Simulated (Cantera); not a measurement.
Input: 1 mol Si, a varied amount of HF, at 0.105 Torr.

Equilibrium computed with Cantera from the NASA thermochemical tables; the gas is ideal and each condensed phase is pure. Candidate condensed phases: Si; 25 gas species. The tables' values for SiF2, SiF3 are old estimates. Kinetics and transport are ignored.

Task: What condenses at these points (T in K, n(HF) in mol): (1198, 2.7); (1548, 5.9); (1598, 2.7); (1548, 8.6); (1198, 3.3)?

Result: 
| T (K) | n(HF) in mol | condensed phases | Si condensed (%) |
|---|---|---|---|
| 1198 | 2.7 | Si | 30.7 |
| 1548 | 5.9 | gas only | 0.0 |
| 1598 | 2.7 | gas only | 0.0 |
| 1548 | 8.6 | gas only | 0.0 |
| 1198 | 3.3 | Si | 15.3 |
